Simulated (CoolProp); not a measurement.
A single-stage vapour-compression cycle with the fluid: evaporating at 201.15 K (dew point), condensing at 255.15 K (bubble point), superheat 8 K, subcooling 0 K, compressor efficiency 0.85, no pressure losses. The same conditions are run with several fluids, on thermodynamics alone (safety and materials aside).

Computed with CoolProp (reference Helmholtz-energy equation of state of each fluid (R22: Kamei 1995; hydrogen sulfide: Lemmon 2006; R143a: Lemmon and Jacobsen 2000; hydrogen chloride: Thol 2018; R13: Platzer 1990; R125: Lemmon 2005)). The equations of Platzer and Polt are older, rougher fits.

```tsv
fluid	cooling COP	pressure ratio	discharge temperature (K)	refrigerating effect (kJ/kg)	volumetric capacity (kJ/m³)
R22	2.51	14.7	339.7	198	178
hydrogen sulfide	2.39	10.9	403.1	459	491
R143a	2.50	12.8	299.4	177	230
hydrogen chloride	2.28	7.81	401.4	342	1500
R13	2.29	7.42	293.9	95.9	990
R125	2.44	13.7	285.4	121	224
```
